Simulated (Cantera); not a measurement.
Cantera run:

```python
import numpy as np
import cantera as ct

gas_names = """
    H H2 N NH NH2 NH3 N2 N2H2 N2H4 Si SiH SiH2 SiH3 SiH4 SiN Si2 Si2N Si3
""".split()
cond_names = """
    Si(cr) Si(L) Si3N4(a)
""".split()


# ... load() reads the species with a 1 bar reference pressure and builds the phases ...
atoms = {
    'SiH4': {'Si': 1, 'H': 4},
    'NH3': {'N': 1, 'H': 3},
    'N2': {'N': 2},
}
top_T = {'Si3N4(a)': 2400}  # K; cautious upper limits of use, not melting points


# ... equilibrate(T, P, feed) seeds the gas with the atoms and calls Mixture.equilibrate('TP', solver="vcs", rtol=1e-11, max_steps=5000) ...
results = []
feed = {'SiH4': 1, 'NH3': 8, 'N2': 3.5}  # mol
P = 7200  # Pa
for T in [1400, 1450, 1500, 1550, 1600, 1650, 1700, 1750, 1800, 1850, 1900, 1950, 2000, 2050]:
    mix = equilibrate(T, P, feed)
    results.append((T, P, feed, dict(zip(mix.species_names, mix.species_moles))))
    x = sorted(zip(gas.X, gas.species_names), reverse=True)
    print(f"T = {T:g} K  P = {P:g} Pa  gas = {mix.phase_moles(0):.4g} mol")
    print("   x: " + "  ".join(f"{s} {v:.3e}" for v, s in x if v > 1e-06))
    print("   condensed (mol): " + ("  ".join(f"{mix.phase(i).name} {mix.phase_moles(i):.4g}"
          for i in range(1, mix.n_phases) if mix.phase_moles(i) > 1e-12) or "none"))
```

Output:

```
T = 1400 K  P = 7200 Pa  gas = 20.83 mol
   x: H2 6.720e-01  N2 3.280e-01  H 1.486e-05  NH3 1.943e-06
   condensed (mol): Si3N4(a) 0.3333
T = 1450 K  P = 7200 Pa  gas = 20.83 mol
   x: H2 6.720e-01  N2 3.280e-01  H 2.889e-05  NH3 1.644e-06
   condensed (mol): Si3N4(a) 0.3333
T = 1500 K  P = 7200 Pa  gas = 20.83 mol
   x: H2 6.720e-01  N2 3.280e-01  H 5.378e-05  NH3 1.407e-06
   condensed (mol): Si3N4(a) 0.3333
T = 1550 K  P = 7200 Pa  gas = 20.83 mol
   x: H2 6.719e-01  N2 3.280e-01  H 9.621e-05  NH3 1.216e-06
   condensed (mol): Si3N4(a) 0.3333
T = 1600 K  P = 7200 Pa  gas = 20.84 mol
   x: H2 6.719e-01  N2 3.280e-01  H 1.661e-04  NH3 1.060e-06
   condensed (mol): Si3N4(a) 0.3333
T = 1650 K  P = 7200 Pa  gas = 20.84 mol
   x: H2 6.718e-01  N2 3.280e-01  H 2.775e-04
   condensed (mol): Si3N4(a) 0.3333
T = 1700 K  P = 7200 Pa  gas = 20.84 mol
   x: H2 6.716e-01  N2 3.279e-01  H 4.500e-04  SiH2 1.558e-06  Si 1.540e-06
   condensed (mol): Si3N4(a) 0.3333
T = 1750 K  P = 7200 Pa  gas = 20.84 mol
   x: H2 6.714e-01  N2 3.279e-01  H 7.102e-04  Si 6.171e-06  SiH2 4.140e-06  SiH 1.795e-06
   condensed (mol): Si3N4(a) 0.3332
T = 1800 K  P = 7200 Pa  gas = 20.85 mol
   x: H2 6.710e-01  N2 3.278e-01  H 1.093e-03  Si 2.286e-05  SiH2 1.041e-05  SiH 5.731e-06  SiN 1.555e-06  Si2N 1.296e-06
   condensed (mol): Si3N4(a) 0.333
T = 1850 K  P = 7200 Pa  gas = 20.85 mol
   x: H2 6.705e-01  N2 3.278e-01  H 1.644e-03  Si 7.876e-05  SiH2 2.486e-05  SiH 1.716e-05  Si2N 6.218e-06  SiN 4.641e-06
   condensed (mol): Si3N4(a) 0.3324
T = 1900 K  P = 7200 Pa  gas = 21.53 mol
   x: H2 6.490e-01  N2 3.483e-01  H 2.383e-03  Si 1.751e-04  SiH2 3.784e-05  SiH 3.286e-05  Si2N 1.343e-05  SiN 9.285e-06  Si2 1.407e-06
   condensed (mol): Si(L) 0.9938
T = 1950 K  P = 7200 Pa  gas = 21.55 mol
   x: H2 6.480e-01  N2 3.481e-01  H 3.439e-03  Si 3.307e-04  SiH 5.465e-05  SiH2 5.139e-05  Si2N 2.121e-05  SiN 1.541e-05  Si2 3.029e-06
   condensed (mol): Si(L) 0.9892
T = 2000 K  P = 7200 Pa  gas = 21.57 mol
   x: H2 6.466e-01  N2 3.477e-01  H 4.873e-03  Si 6.048e-04  SiH 8.852e-05  SiH2 6.865e-05  Si2N 3.271e-05  SiN 2.491e-05  Si2 6.269e-06  Si3 1.344e-06
   condensed (mol): Si(L) 0.9813
T = 2050 K  P = 7200 Pa  gas = 21.6 mol
   x: H2 6.446e-01  N2 3.472e-01  H 6.788e-03  Si 1.073e-03  SiH 1.399e-04  SiH2 9.032e-05  Si2N 4.934e-05  SiN 3.933e-05  Si2 1.251e-05  Si3 2.618e-06
   condensed (mol): Si(L) 0.9682
```

Method: chemical equilibrium by Gibbs-energy minimisation in Cantera with the NASA 1993 tables (ideal gas, pure condensed phases). The tables' values for SiN are old estimates; treat these amounts as uncertain. Gases not in the tables: Si2H6 and higher silanes.
